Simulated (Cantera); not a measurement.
Feed: 1 mol SiH₂Cl₂, 0.13 mol HCl, 170 mol H₂, 0.048 mol Cl₂, at 927 °C and 180000 Pa.

Method: chemical equilibrium by Gibbs-energy minimisation in Cantera with the NASA 1993 tables (ideal gas, pure condensed phases). Candidate condensed phases: Si; 19 gas species. The tables' values for SiCl₃ are old estimates; treat these amounts as uncertain. Equilibrium is a limit: real reactors are often held back by kinetics, nucleation or transport.

Base state: H₂ 0.990, HCl 0.00910, SiHCl₃ 0.000626, SiH₂Cl₂ 0.000242, SiCl₄ 0.000212, SiCl₂ 0.000198, SiCl₃ 6.91e-5, SiH₃Cl 2.57e-5 (mole fractions); condensed: Si(s).

Q: What changes in the equilibrium state with this change: SiH₂Cl₂ replaced by SiH₄?

A: 
```
species       before    after
----------  --------  -------
H₂             0.990    0.999
HCl          0.00910  0.00129
SiH₂Cl₂     0.000242  4.83e-6
SiHCl₃      0.000626  1.75e-6
SiCl₄       0.000212  8.26e-8
SiCl₃        6.91e-5  1.92e-7
Si(s), mol     0.764    0.997
```

Q: What changes in the equilibrium state with this change: SiH₂Cl₂ replaced by SiCl₄?

A: 
| species | before | after |
|---|---|---|
| H₂ | 0.990 | 0.983 |
| HCl | 0.00910 | 0.0130 |
| SiHCl₃ | 0.000626 | 0.00185 |
| SiCl₄ | 0.000212 | 0.000900 |
| SiCl₃ | 6.91e-5 | 0.000205 |
| SiCl₂ | 0.000198 | 0.000408 |
| SiH₂Cl₂ | 0.000242 | 0.000496 |
| SiH₃Cl | 2.57e-5 | 3.65e-5 |
| Si(s), mol | 0.764 | 0.332 |

Q: What changes in the equilibrium state with this change: H₂ from 170 to 52 mol?

A: 
```
species       before     after
----------  --------  --------
H₂             0.990     0.975
HCl          0.00910    0.0165
SiHCl₃      0.000626   0.00377
SiCl₄       0.000212   0.00234
SiCl₃        6.91e-5  0.000419
SiCl₂       0.000198  0.000658
SiH₂Cl₂     0.000242  0.000795
SiH₃Cl       2.57e-5   4.58e-5
Si(s), mol     0.764     0.568
```
